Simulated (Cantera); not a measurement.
Feed: 1 mol FeCl3, 0.91 mol HCl, 0.15 mol H2, held at 570 Torr.

Cantera equilibrium calculation (NASA polynomials, part measured and part estimated; ideal gas, pure solids and liquids). Candidate condensed phases: Fe, FeCl2, FeCl3; 11 gas species. Kinetics and transport are ignored.

Task: Which condensed phases are stable at each of these points (T (K)): 923, 1073, 1223, 1373, 1523, 1673, 1823?

Result: 
```tsv
T (K)	condensed phases	Fe condensed (%)
923	FeCl2(s)	29.2
1073	FeCl2(l)	5.7
1223	gas only	0.0
1373	gas only	0.0
1523	gas only	0.0
1673	gas only	0.0
1823	gas only	0.0
```

At 923 K the condensed part is FeCl2(s). At 1073 K the condensed part is FeCl2(l). From 1223 K to 1823 K nothing is condensed.
